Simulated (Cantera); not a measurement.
Thermodynamics of carbon deposition, reforming and gasification, feed C₂H₆ + H₂

Feed: 1 mol C₂H₆, 52 mol H₂, equilibrated at 2.00 mbar.

These are equilibrium values from Cantera (NASA tables, ideal gas, pure condensed phases), not measurements of a reactor. Candidate condensed phases: C, C₆H₆, C₇H₈, C₈H₁₈; 76 gas species. Kinetics and transport are ignored.

```csv
T (°C),x H₂,x H,x C₂H₂ (acetylene),x CH₄,n C(graphite)
527,0.997,6.47e-11,1.29e-12,0.00267,1.85
677,1.000,1.24e-8,2.74e-10,0.000335,1.98
827,1.000,5.78e-7,1.33e-8,7.18e-5,2.00
977,1.000,1.08e-5,2.52e-7,2.20e-5,2.00
1127,1.000,0.000109,2.52e-6,8.64e-6,2.00
1277,0.999,0.000704,1.60e-5,4.06e-6,2.00
1427,0.997,0.00329,7.32e-5,2.18e-6,1.99
1577,0.988,0.0120,0.000258,1.28e-6,1.97
1727,0.964,0.0357,0.000740,7.88e-7,1.92
1877,0.908,0.0899,0.00176,4.85e-7,1.80
2027,0.803,0.194,0.00347,2.76e-7,1.57
```
x: gas mole fraction; n: condensed amount in mol.

From 527 °C to 2027 °C the condensed part is C(graphite). The main C-bearing gas is CH₄ at 527 °C and C₂H₂ (acetylene) at 2027 °C. The share of C in condensed phases is highest at 1127 °C (100.0 %) and lowest at 2027 °C (78.5 %).
